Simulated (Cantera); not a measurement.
**Premixed flame**

A freely propagating, adiabatic, planar premixed flame of CH4 : CO : O2 : N2 : H2 = 1 : 0.15 : 2.59 : 11.4 : 0.18 (molar parts), equivalence ratio 0.84, unburnt at 425 K and 1800 Torr; mixture-averaged transport, grid criteria slope 0.08 and curve 0.16, no radiation.

Detailed kinetics in Cantera: GRI-Mech 3.0 (53 species, 325 reactions). Burning velocities carry a grid error of a few per cent, more on coarse grids.

```
z (mm)   T (K)  u (m/s)     x CH4      x CO    x O2  x CH2CO     x OH    x N2O
-------  -----  -------  --------  --------  ------  -------  -------  -------
-0.842     425    0.314    0.0653   0.00980   0.169    <1e-8    <1e-8    <1e-8
-0.562     429    0.317    0.0651   0.00984   0.169  1.72e-8    <1e-8    <1e-8
-0.421     444    0.327    0.0643   0.01000   0.168  1.26e-7    <1e-8    <1e-8
-0.281     525    0.388    0.0602    0.0111   0.163  1.49e-6  3.80e-8    <1e-8
-0.140     899    0.667    0.0412    0.0173   0.133  1.77e-5  6.31e-6  5.42e-8
-0.0702   1258    0.937    0.0223    0.0242  0.0993  4.88e-5  9.11e-5  1.27e-7
0         1613     1.20   0.00449    0.0288  0.0615  5.12e-5  0.00125  2.54e-7
0.0702    1767     1.31  0.000168    0.0209  0.0423  4.05e-6  0.00376  4.14e-7
0.140     1832     1.35   3.59e-6    0.0133  0.0366  9.84e-8  0.00448  5.13e-7
0.281     1904     1.40     <1e-8   0.00710  0.0327    <1e-8  0.00422  5.94e-7
0.562     1961     1.44     <1e-8   0.00356  0.0303    <1e-8  0.00326  6.45e-7
1.12      1995     1.46     <1e-8   0.00155  0.0291    <1e-8  0.00219  5.47e-7
2.25      2009     1.47     <1e-8  0.000656  0.0287    <1e-8  0.00150  3.31e-7
```
x: mole fraction of selected species; z is measured from the peak of heat release.

```json
{
 "laminar_burning_velocity": "31.3 cm/s",
 "thermal_thickness": "0.281 mm",
 "peak x(CH2CO)": "6.43e-5",
 "peak x(OH)": "0.00451",
 "grid_points": "150"
}
```
